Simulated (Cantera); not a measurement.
A Cantera script and what it prints.

```python
import numpy as np
import cantera as ct

gas_names = """
    AL ALCL ALCL2 ALCL3 AL2 AL2CL6 CL CL2
""".split()
cond_names = """
    AL(cr) AL(L) ALCL3(s) ALCL3(L)
""".split()


def load(file, names, dense=False):
    # The tables refer to 1 bar. Condensed volumes are neglected.
    table = {s.name: s for s in ct.Species.list_from_file(file)}
    out = []
    for n in names:
        d = dict(table[n].input_data)
        d["thermo"] = dict(d["thermo"], **{"reference-pressure": 1e5})
        if dense:
            d["equation-of-state"] = {"model": "constant-volume", "density": "1e6 g/cm^3"}
        out.append(ct.Species.from_dict(d))
    return out


gas = ct.Solution(thermo="ideal-gas", species=load("nasa_gas.yaml", gas_names))
cond = {s.name: ct.Solution(thermo="fixed-stoichiometry", species=[s], name=s.name)
        for s in load("nasa_condensed.yaml", cond_names, dense=True)}
atoms = {
    'Al': {'AL': 1},
    'Cl2': {'CL': 2},
}
top_T = {}  # K; cautious upper limits of use, not melting points


def equilibrate(T, P, feed):
    n = {}
    for name, mol in feed.items():
        for a, k in atoms[name].items():
            n[a] = n.get(a, 0.0) + k * mol
    gas.TPX = T, P, n
    mass = sum(n.values()) * gas.mean_molecular_weight
    gas.equilibrate("TP")
    valid = [c for c in cond.values() if c.min_temp <= T <= top_T.get(c.name, c.max_temp)]
    mix = ct.Mixture([(gas, mass / gas.mean_molecular_weight)] + [(c, 0.0) for c in valid])
    mix.T, mix.P = T, P
    mix.equilibrate("TP", solver="vcs", rtol=1e-11, max_steps=5000)
    return mix


results = []
feed = {'Al': 1, 'Cl2': 3.4}  # mol
T = 1423.15  # K
P = 220  # Pa
mix = equilibrate(T, P, feed)
results.append((T, P, feed, dict(zip(mix.species_names, mix.species_moles))))
x = sorted(zip(gas.X, gas.species_names), reverse=True)
print(f"T = {T:g} K  P = {P:g} Pa  gas = {mix.phase_moles(0):.4g} mol")
print("   x: " + "  ".join(f"{s} {v:.3e}" for v, s in x if v > 1e-06))
print("   condensed (mol): " + ("  ".join(f"{mix.phase(i).name} {mix.phase_moles(i):.4g}"
      for i in range(1, mix.n_phases) if mix.phase_moles(i) > 1e-12) or "none"))
```

Result:

```
T = 1423.15 K  P = 220 Pa  gas = 3.642 mol
   x: CL 4.074e-01  CL2 3.180e-01  ALCL3 2.746e-01  ALCL2 1.494e-06
   condensed (mol): none
```

Cantera equilibrium calculation (NASA polynomials, part measured and part estimated; ideal gas, pure solids and liquids).
